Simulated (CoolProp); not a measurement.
Computed with CoolProp (reference Helmholtz-energy equation of state, Lemmon 2006). It is a short technical equation, of lower accuracy than the large ones.

**Question.** For carbonyl sulfide, give the phase and the cp (kJ/(kg K)), cv (kJ/(kg K)), Joule-Thomson coefficient (K/MPa), fugacity coefficient at -8.25 °C and 7.14 MPa; 20.55 °C and 7.14 MPa; 149.95 °C and 7.14 MPa.

**Answer.** 
- -8.25 °C and 7.14 MPa: liquid; cp 1.22, cv 0.704, Joule-Thomson coefficient -0.333, fugacity coefficient 0.0769
- 20.55 °C and 7.14 MPa: liquid; cp 1.29, cv 0.707, Joule-Thomson coefficient -0.191, fugacity coefficient 0.161
- 149.95 °C and 7.14 MPa: supercritical; cp 1.40, cv 0.722, Joule-Thomson coefficient 9.59, fugacity coefficient 0.746
